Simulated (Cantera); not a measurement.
Input: 1 mol CF4, a varied amount of CH4, held at 3348 K and 360 Torr.

Cantera equilibrium calculation (NASA polynomials, part measured and part estimated; ideal gas, pure solids and liquids). Candidate condensed phases: C, C6H6, C7H8, C8H18; 95 gas species. Gases not in the tables: C2F6 and larger saturated fluorocarbons. Rates play no part.

x: gas mole fraction; n: condensed amount in mol.

```json
[
 {"n(CH4) (mol)": "0.054", "x F": "0.641", "x HF": "0.0632", "x CF2": "0.183", "x CF": "0.101", "x C3": "0.00656", "x H": "0.000380", "x C": "0.00147", "n C(graphite)": "0"},
 {"n(CH4) (mol)": "0.064", "x F": "0.629", "x HF": "___", "x CF2": "0.182", "x CF": "0.102", "x C3": "___", "x H": "___", "x C": "0.00151", "n C(graphite)": "0"},
 {"n(CH4) (mol)": "0.076", "x F": "0.614", "x HF": "0.0886", "x CF2": "0.180", "x CF": "0.104", "x C3": "0.00809", "x H": "0.000556", "x C": "0.00157", "n C(graphite)": "0"},
 {"n(CH4) (mol)": "0.089", "x F": "0.599", "x HF": "0.103", "x CF2": "0.178", "x CF": "0.105", "x C3": "0.00910", "x H": "0.000666", "x C": "0.00163", "n C(graphite)": "0"},
 {"n(CH4) (mol)": "0.11", "x F": "0.575", "x HF": "0.127", "x CF2": "0.174", "x CF": "0.107", "x C3": "0.0109", "x H": "0.000852", "x C": "0.00174", "n C(graphite)": "0"},
 {"n(CH4) (mol)": "0.12", "x F": "0.564", "x HF": "0.138", "x CF2": "0.172", "x CF": "0.108", "x C3": "0.0118", "x H": "0.000945", "x C": "0.00178", "n C(graphite)": "0"},
 {"n(CH4) (mol)": "0.15", "x F": "0.532", "x HF": "0.171", "x CF2": "0.165", "x CF": "0.110", "x C3": "0.0148", "x H": "0.00124", "x C": "0.00192", "n C(graphite)": "0"},
 {"n(CH4) (mol)": "0.17", "x F": "0.512", "x HF": "___", "x CF2": "0.160", "x CF": "0.111", "x C3": "0.0169", "x H": "___", "x C": "0.00201", "n C(graphite)": "0"},
 {"n(CH4) (mol)": "0.2", "x F": "0.492", "x HF": "0.224", "x CF2": "0.150", "x CF": "0.108", "x C3": "0.0178", "x H": "0.00175", "x C": "0.00204", "n C(graphite)": "0.0512"},
 {"n(CH4) (mol)": "0.24", "x F": "0.469", "x HF": "0.265", "x CF2": "0.137", "x CF": "0.103", "x C3": "0.0178", "x H": "0.00218", "x C": "0.00204", "n C(graphite)": "0.144"},
 {"n(CH4) (mol)": "0.28", "x F": "0.446", "x HF": "0.305", "x CF2": "0.124", "x CF": "0.0980", "x C3": "0.0178", "x H": "0.00264", "x C": "0.00204", "n C(graphite)": "0.235"}
]
```

Task: What belongs in the gaps?

Result: 
- 0.17, x HF: 0.192
- 0.17, x H: 0.00145
- 0.064, x HF: 0.0748
- 0.064, x C3: 0.00723
- 0.064, x H: 0.000459
